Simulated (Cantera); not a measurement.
A freely propagating, adiabatic, planar premixed flame of H2 : O2 : N2 = 1 : 0.588 : 2.21 (molar parts), unburnt at 498 K and 760 Torr; mixture-averaged transport, grid criteria slope 0.08 and curve 0.16, no radiation.

Cantera simulation using the H2/O2 subset of GRI-Mech 3.0, which has no nitrogen chemistry; the numbers are that mechanism's predictions, not measurements. Burning velocities carry a grid error of a few per cent, more on coarse grids.

What does this change do: inlet temperature 498 to 650 K?


```csv
quantity,before,after
laminar burning velocity,456 cm/s,771 cm/s
thermal thickness,0.417 mm,0.471 mm
peak x(H),0.0401,0.0494
peak x(HO2),0.000379,0.000266
peak x(H2O2),3.67e-5,1.10e-5
```
